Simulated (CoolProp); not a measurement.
A closed Brayton cycle with carbon dioxide: compressor inlet 311.15 K and 9 MPa, high pressure 20.7 MPa, turbine inlet 995 K, compressor efficiency 0.85, turbine efficiency 0.9, recuperator effectiveness 0.8 (on enthalpy, no pinch check). Each further row changes one setting.

Model: reference Helmholtz-energy equation of state, Span 1996, in CoolProp.

```tsv
case	thermal efficiency (%)	net work (kJ/kg)	compressor to turbine work	compressor exit (K)	turbine exit (K)
as stated	29.7	114	0.16	341.0	881.8
turbine inlet 945 K	29.3	107	0.17	341.0	835.7
compressor inlet 321.15 K	29.9	101	0.26	381.4	881.8
high pressure 17.6 MPa	26.3	94.4	0.15	334.8	903.3
recuperator effectiveness 0.5	19.7	114	0.16	341.0	881.8
```
